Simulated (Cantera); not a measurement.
What does this Cantera script print?

```python
import numpy as np
import cantera as ct

gas_names = """
    CL CL2 H HCL H2 N NH NH2 NH3 N2 N2H2 N2H4 Si SiCL SiCL2 SiCL3 SiCL4 SiH SiHCL3 SiH2 SiH2CL2 SiH3
    SiH3CL SiH4 SiN Si2 Si2N Si3
""".split()
cond_names = """
    NH4CL(a) NH4CL(b) Si(cr) Si(L) Si3N4(a)
""".split()


def load(file, names, dense=False):
    # The tables refer to 1 bar. Condensed volumes are neglected.
    table = {s.name: s for s in ct.Species.list_from_file(file)}
    out = []
    for n in names:
        d = dict(table[n].input_data)
        d["thermo"] = dict(d["thermo"], **{"reference-pressure": 1e5})
        if dense:
            d["equation-of-state"] = {"model": "constant-volume", "density": "1e6 g/cm^3"}
        out.append(ct.Species.from_dict(d))
    return out


gas = ct.Solution(thermo="ideal-gas", species=load("nasa_gas.yaml", gas_names))
cond = {s.name: ct.Solution(thermo="fixed-stoichiometry", species=[s], name=s.name)
        for s in load("nasa_condensed.yaml", cond_names, dense=True)}
atoms = {
    'SiHCl3': {'Si': 1, 'H': 1, 'CL': 3},
    'NH3': {'N': 1, 'H': 3},
    'N2': {'N': 2},
}
top_T = {'Si3N4(a)': 2400}  # K; cautious upper limits of use, not melting points


def equilibrate(T, P, feed):
    n = {}
    for name, mol in feed.items():
        for a, k in atoms[name].items():
            n[a] = n.get(a, 0.0) + k * mol
    gas.TPX = T, P, n
    mass = sum(n.values()) * gas.mean_molecular_weight
    gas.equilibrate("TP")
    valid = [c for c in cond.values() if c.min_temp <= T <= top_T.get(c.name, c.max_temp)]
    mix = ct.Mixture([(gas, mass / gas.mean_molecular_weight)] + [(c, 0.0) for c in valid])
    mix.T, mix.P = T, P
    mix.equilibrate("TP", solver="vcs", rtol=1e-11, max_steps=5000)
    return mix


results = []
feed = {'SiHCl3': 1, 'NH3': 0.76, 'N2': 3.1}  # mol
P = 13332.2  # Pa
for T in [900, 975, 1050, 1125, 1200, 1275, 1350, 1425, 1500]:
    mix = equilibrate(T, P, feed)
    results.append((T, P, feed, dict(zip(mix.species_names, mix.species_moles))))

top = {s: max(r[3][s] / sum(r[3][g] for g in gas_names) for r in results) for s in gas_names}
cols = sorted((s for s in top if top[s] > 0.0001), key=lambda s: -top[s])[:7]
seen = [c for c in cond_names if any(r[3].get(c, 0) > 1e-12 for r in results)]
print("log10 of partial pressures in bar; condensed amounts in mol")
print(f"{'T/K':>10s}" + "".join(f"{s[:9]:>10s}" for s in cols + seen))
for T, P, feed, n in results:
    ng = sum(n[g] for g in gas_names)
    print(f"{T:10.4g}" + "".join(f"{np.log10(max(n[s] / ng * P / 1e5, 1e-99)):10.3f}" for s in cols)
          + "".join(f"{n.get(c, 0):10.4g}" for c in seen))
```

Result:

```
log10 of partial pressures in bar; condensed amounts in mol
       T/K        N2       HCL        H2     SiCL4     SiCL2     SiCL3    SiHCL3  Si3N4(a)
       900    -1.154    -1.470    -1.687    -2.062    -8.986    -6.363    -4.826    0.2068
       975    -1.156    -1.448    -1.707    -2.086    -7.735    -5.636    -4.587    0.2132
      1050    -1.158    -1.431    -1.724    -2.107    -6.667    -5.016    -4.384    0.2185
      1125    -1.160    -1.417    -1.739    -2.127    -5.744    -4.481    -4.210    0.2229
      1200    -1.161    -1.405    -1.753    -2.148    -4.941    -4.016    -4.060    0.2264
      1275    -1.162    -1.397    -1.764    -2.171    -4.237    -3.611    -3.932    0.2284
      1350    -1.163    -1.392    -1.773    -2.205    -3.621    -3.262    -3.828     0.228
      1425    -1.164    -1.392    -1.777    -2.262    -3.085    -2.971    -3.754    0.2222
      1500    -1.164    -1.404    -1.775    -2.371    -2.633    -2.753    -3.727    0.2059
```

Cantera equilibrium calculation (NASA polynomials, part measured and part estimated; ideal gas, pure solids and liquids). The tables' values for SiCl3 are old estimates; treat these amounts as uncertain.
